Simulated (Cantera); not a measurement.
Input: 1 mol Si, 1.1 mol HBr, 9.2 mol N₂, held at 7.80 Pa.

Equilibrium computed with Cantera from the NASA thermochemical tables; the gas is ideal and each condensed phase is pure. Candidate condensed phases: Br₂, Si, Si₃N₄; 28 gas species. N₂ is the only nitrogen source here; it is nearly inert below about 1500 K, so the nitride shown seldom forms there in practice. The numbers say what is thermodynamically allowed, not how fast it happens. All values below are at 627 °C.

Base state: N₂ 0.889, HBr 0.101, H₂ 0.00645, SiBr₄ 0.00320, Br 7.23e-5 (mole fractions); condensed: Si₃N₄(s).

Question: What changes in the equilibrium state with this change: HBr from 1.1 to 15 mol?

Answer: 
| species | before | after |
|---|---|---|
| HBr | 0.101 | 0.511 |
| N₂ | 0.889 | 0.389 |
| H₂ | 0.00645 | 0.0668 |
| SiBr₄ | 0.00320 | 0.0334 |
| SiBr₃ | 3.13e-6 | 2.08e-5 |
| Br | 7.23e-5 | 0.000113 |
| Si₃N₄(s), mol | 0.323 | 0.0742 |
The tables' values for SiBr₃ are old estimates; treat these amounts as uncertain.
